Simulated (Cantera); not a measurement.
Cantera with NASA thermochemical tables; ideal gases at 1 bar, condensed phases pure. Values are per mole of reaction as written; species without (g) are pure solids or liquids, kept so even where they would boil at 1 bar.

Question: Between 350 and 800 K, where is each reaction favourable under standard conditions?
- SO₂(g) → 2 O(g) + S

Answer: 
- SO₂(g) → 2 O(g) + S: ΔG° is 758 kJ at 350 K and 699 kJ at 800 K; it stays positive (K < 1). ΔH° is 812 kJ and ΔS° 140 J/K at 800 K.
